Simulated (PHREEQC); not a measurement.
A solution holds 23 mmol/kgw CaCl2, 0.76 mmol/kgw CO2 and 5.4 mmol/kgw MgSO4, at 51 °C. Closed to the air; pH follows from the charge balance.

Computed with PHREEQC (Pitzer model, pitzer.dat).

```json
[
 {"quantity": "pH", "before": "4.75", "after": "4.60"},
 {"quantity": "HCO3- (mol/kgw)", "before": "2.74e-5", "after": "3.89e-5"},
 {"quantity": "HSO4- (mol/kgw)", "before": "4.84e-6", "after": "6.87e-6"},
 {"quantity": "MgOH+ (mol/kgw)", "before": "1.73e-9", "after": "1.22e-9"},
 {"quantity": "CO3-2 (mol/kgw)", "before": "2.97e-10", "after": "2.97e-10"},
 {"quantity": "SI of Epsomite (MgSO4:7H2O)", "before": "-3.97", "after": "-3.97"},
 {"quantity": "SI of Hexahydrite (MgSO4:6H2O)", "before": "-4.02", "after": "-4.02"}
]
```

Q: Which change was made?
(A) CO2 from 0.00076 to 0.00152 mol/kgw
(B) CaCl2 from 0.023 to 0.23 mol/kgw
(C) CaCl2 left out
(D) CO2 from 0.00076 to 7.6e-05 mol/kgw
(E) MgSO4 from 0.0054 to 0.00054 mol/kgw

A: A, CO2 from 0.00076 to 0.00152 mol/kgw

This is a speciation only: nothing precipitates in the calculation. At this temperature some constants are extrapolated from 25 °C, and those without enthalpy data are left unchanged.
